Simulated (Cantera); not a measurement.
# Premixed flame

A freely propagating, adiabatic, planar premixed flame of 8.22 % CH4, 1.32 % H2, 19.0 % O2, 71.5 % N2, unburnt at 300 K and 0.178 atm; mixture-averaged transport, grid criteria slope 0.08 and curve 0.16, no radiation.

Cantera simulation using GRI-Mech 3.0 (53 species, 325 reactions); the numbers are that mechanism's predictions, not measurements. Burning velocities carry a grid error of a few per cent, more on coarse grids.

```csv
z (mm),T (K),u (m/s),x CH4,x H2,x O2,x HCO,x HO2,x H2O2
-5.37,300,0.597,0.0822,0.0133,0.190,<1e-8,<1e-8,<1e-8
-3.58,300,0.597,0.0822,0.0137,0.190,<1e-8,8.37e-8,2.89e-8
-2.69,302,0.601,0.0820,0.0144,0.190,<1e-8,8.54e-7,2.98e-7
-1.79,329,0.657,0.0806,0.0165,0.188,<1e-8,2.03e-5,5.64e-6
-0.896,706,1.43,0.0618,0.0209,0.163,2.17e-7,6.81e-5,1.22e-5
-0.448,1125,2.30,0.0359,0.0230,0.125,9.47e-6,8.76e-5,5.26e-6
0,1515,3.12,0.00957,0.0218,0.0789,5.74e-5,9.57e-5,8.21e-7
0.448,1671,3.44,0.000896,0.0162,0.0510,2.05e-5,1.54e-5,2.01e-7
0.896,1708,3.51,4.51e-5,0.0130,0.0409,1.46e-6,3.65e-6,1.73e-7
1.79,1741,3.56,1.92e-7,0.0122,0.0355,2.38e-8,2.65e-6,1.57e-7
3.58,1785,3.63,<1e-8,0.0120,0.0329,1.14e-8,2.28e-6,1.28e-7
7.16,1843,3.73,<1e-8,0.0108,0.0310,<1e-8,1.89e-6,9.57e-8
14.3,1912,3.86,<1e-8,0.00893,0.0289,<1e-8,1.46e-6,6.72e-8
```
x: mole fraction of selected species; z is measured from the peak of heat release.

- laminar burning velocity: 59.7 cm/s
- thermal thickness: 1.79 mm
- peak x(HCO): 5.82e-5
- peak x(HO2): 0.000119
- peak x(H2O2): 1.56e-5
- grid points: 150
